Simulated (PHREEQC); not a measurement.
**Metal-bearing waste water**

Dissolve 0.0012 mol/kgw CdCl2, 0.00047 mol/kgw ZnCl2, 0.025 mol/kgw NaF and 8.3e-05 mol/kgw Na2SO4 at 25 °C and 10 atm. Closed to the air; pH follows from the charge balance.

Model: ion-association model, wateq4f.dat, run in PHREEQC.

This is a speciation only: nothing precipitates in the calculation.

**Question.** Predict the pH.

**Answer.** pH 6.94.

**Question.** In which forms is S present?

**Answer.** SO4-2 86 %, CdSO4 6.2 %, NaSO4- 5.7 %, ZnSO4 2.3 % of the S.
